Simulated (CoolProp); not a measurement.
Vapour-liquid equilibrium of toluene (1) + n-nonane (2) at 0.305 kPa; x and y are mole fractions of (1).

Model: multi-fluid Helmholtz-energy mixture model, Lemmon 2006 and Lemmon 2006; pair parameters Bell 2016, in CoolProp.

Question: Give the bubble temperature and the first vapour's composition at x = 0.45, 0.65, 0.95. Is there an azeotrope?

Answer: x = 0.45: 263.6 K, y = 0.906; x = 0.65: 260.9 K, y = 0.944; x = 0.95: 257.8 K, y = 0.990. No azeotrope shows between x = 0.05 and 0.95.

Pair parameters are fitted to limited data, so mixtures are less certain than the pure fluids.
